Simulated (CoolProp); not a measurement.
Vapour-liquid equilibrium of carbonyl sulfide (1) + propane (2) at -72.95 °C; x and y are mole fractions of (1).

Computed with CoolProp (multi-fluid Helmholtz-energy mixture model, Lemmon 2006 and Lemmon 2009; pair parameters Bell 2016).

| x | bubble pressure, mixture model (kPa) | bubble pressure, Raoult's law (kPa) | y, mixture model | y, Raoult's law |
|---|---|---|---|---|
| 0.05 | 21.27 | 20.96 | 0.086 | 0.073 |
| 0.125 | 22.35 | 21.73 | 0.194 | 0.177 |
| 0.2 | 23.28 | 22.50 | 0.287 | 0.273 |
| 0.275 | ___ | 23.27 | 0.370 | 0.363 |
| 0.35 | ___ | 24.05 | ___ | 0.447 |
| 0.425 | 25.57 | 24.82 | 0.518 | 0.526 |
| 0.5 | 26.24 | 25.59 | 0.588 | 0.601 |
| 0.575 | 26.89 | 26.36 | 0.655 | 0.670 |
| 0.65 | 27.54 | 27.14 | 0.722 | 0.736 |
| 0.725 | 28.19 | 27.91 | 0.786 | 0.799 |
| 0.8 | 28.86 | 28.68 | ___ | 0.857 |
| 0.875 | ___ | 29.45 | ___ | 0.913 |
| 0.95 | ___ | 30.23 | 0.965 | 0.966 |

**Question.** Fill in the missing entries.

**Answer.** 
- 0.275, bubble pressure, mixture model (kPa): 24.11
- 0.35, bubble pressure, mixture model (kPa): 24.86
- 0.35, y, mixture model: 0.446
- 0.8, y, mixture model: 0.848
- 0.875, bubble pressure, mixture model (kPa): 29.54
- 0.875, y, mixture model: 0.908
- 0.95, bubble pressure, mixture model (kPa): 30.25

The largest gap from Raoult's law is +3.6 % in bubble pressure, at x = 0.275. No azeotrope shows between x = 0.05 and 0.95.

Pair parameters are fitted to limited data, so mixtures are less certain than the pure fluids.
